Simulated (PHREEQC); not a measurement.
Make-up at 25 °C: 0.0064 mol HF, 0.00074 mol NH4F and 0.64 mol HCl per kg of water. Closed to the air; pH follows from the charge balance.

All values are PHREEQC results (ion-association model, phreeqc.dat), not measurements.

Each row changes one thing in this solution. This is a speciation only: nothing precipitates in the calculation.

| case | pH | F- (mol/kgw) | HF2- (mol/kgw) |
|---|---|---|---|
| as made | 0.32 | 1.86e-5 | 4.84e-7 |
| HF left out | 0.32 | 1.92e-6 | 5.21e-9 |
| diluted 10-fold with water | [?] | 1.11e-5 | 2.99e-8 |
| temperature from 25 to 75 °C | 0.33 | 7.48e-6 | 2.18e-7 |
| temperature from 25 to 65 °C | 0.32 | 9.05e-6 | 2.68e-7 |
| NH4F from 0.00074 to 7.4e-05 mol/kgw | 0.32 | 1.68e-5 | 3.98e-7 |
| HF from 0.0064 to 0.032 mol/kgw | 0.32 | [?] | [?] |
| HF from 0.0064 to 0.00576 mol/kgw | 0.32 | 1.69e-5 | 4.02e-7 |
| diluted 2-fold with water | 0.60 | 1.53e-5 | 2.05e-7 |

Question: Fill in the missing entries.

Answer: 
- diluted 10-fold with water, pH: 1.27
- HF from 0.0064 to 0.032 mol/kgw, F- (mol/kgw): 8.51e-5
- HF from 0.0064 to 0.032 mol/kgw, HF2- (mol/kgw): 1.02e-5

Complexes and solids missing from the database can't appear. Away from 25 °C the constants follow the database's enthalpies or fits; those with neither stay at their 25 °C values.
